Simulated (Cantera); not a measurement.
**Hydrocarbon pyrolysis for carbon deposition**

An isothermal, constant-pressure homogeneous reactor starts with C₃H₈ : H₂ = 1 : 1.7 (molar parts), at 1825 K and 1.01 bar.

Computed with Cantera and GRI-Mech 3.0 (53 species, 325 reactions). GRI-Mech 3.0 was tuned for natural gas; its chemistry of propane as a main component is partial and can be far from experiment. GRI-Mech 3.0 stops at C3 and has no aromatics, soot or wall deposition, so with more carbon than oxygen in the feed, carbon stays in small species such as C2H2 where larger ones or solid carbon would form.

```json
[
 {"t (s)": "7.00e-5", "x C₃H₈": "9.23e-7", "x H₂": "0.564", "x C₂H₂": "0.147", "x H": "0.000282", "x C₂H": "7.15e-7"},
 {"t (s)": "0.000246", "x C₃H₈": "3.04e-7", "x H₂": "0.593", "x C₂H₂": "0.198", "x H": "0.000260", "x C₂H": "8.41e-7"},
 {"t (s)": "0.000864", "x C₃H₈": "1.70e-7", "x H₂": "0.619", "x C₂H₂": "0.223", "x H": "0.000289", "x C₂H": "1.01e-6"},
 {"t (s)": "0.00303", "x C₃H₈": "6.56e-8", "x H₂": "0.654", "x C₂H₂": "0.235", "x H": "0.000312", "x C₂H": "1.09e-6"},
 {"t (s)": "0.0107", "x C₃H₈": "1.15e-8", "x H₂": "0.695", "x C₂H₂": "0.248", "x H": "0.000346", "x C₂H": "1.20e-6"},
 {"t (s)": "0.0374", "x C₃H₈": "2.37e-9", "x H₂": "0.719", "x C₂H₂": "0.255", "x H": "0.000369", "x C₂H": "1.27e-6"},
 {"t (s)": "0.131", "x C₃H₈": "1.51e-9", "x H₂": "0.724", "x C₂H₂": "0.257", "x H": "0.000375", "x C₂H": "1.29e-6"},
 {"t (s)": "0.462", "x C₃H₈": "1.50e-9", "x H₂": "0.724", "x C₂H₂": "0.257", "x H": "0.000375", "x C₂H": "1.29e-6"},
 {"t (s)": "1.62", "x C₃H₈": "1.50e-9", "x H₂": "0.724", "x C₂H₂": "0.257", "x H": "0.000375", "x C₂H": "1.29e-6"},
 {"t (s)": "5.69", "x C₃H₈": "1.50e-9", "x H₂": "0.724", "x C₂H₂": "0.257", "x H": "0.000375", "x C₂H": "1.29e-6"},
 {"t (s)": "20.0", "x C₃H₈": "1.50e-9", "x H₂": "0.724", "x C₂H₂": "0.257", "x H": "0.000375", "x C₂H": "1.29e-6"}
]
```
x: mole fraction; the columns are a selection and need not sum to one.

Equilibrium at this temperature and pressure: C₃H₈ 1.50e-9, H₂ 0.724, C₂H₂ 0.257, H 0.000375, C₂H 1.29e-6 (gas phase only).
